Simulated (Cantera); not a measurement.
Feed: 1 mol CH3Cl, 1.1 mol H2, at 1777 °C and 0.133 bar.

These are equilibrium values from Cantera (NASA tables, ideal gas, pure condensed phases), not measurements of a reactor. Candidate condensed phases: C, C6H6, C7H8, C8H18; 91 gas species. The numbers say what is thermodynamically allowed, not how fast it happens.

Base state: H2 0.673, HCl 0.320, H 0.00510, Cl 0.00179, C2H2 (acetylene) 0.000714, CH4 2.25e-5 (mole fractions); condensed: C(graphite).

### Question
What changes in the equilibrium state with this change: pressure from 0.133 bar to 2.90 mbar?

### Answer
```csv
species,before,after
H2,0.673,0.650
HCl,0.320,0.303
H,0.00510,0.0340
Cl,0.00179,0.0117
CH4,2.25e-5,4.57e-7
C2H2 (acetylene),0.000714,0.000690
"C(graphite), mol",0.995,0.996
```
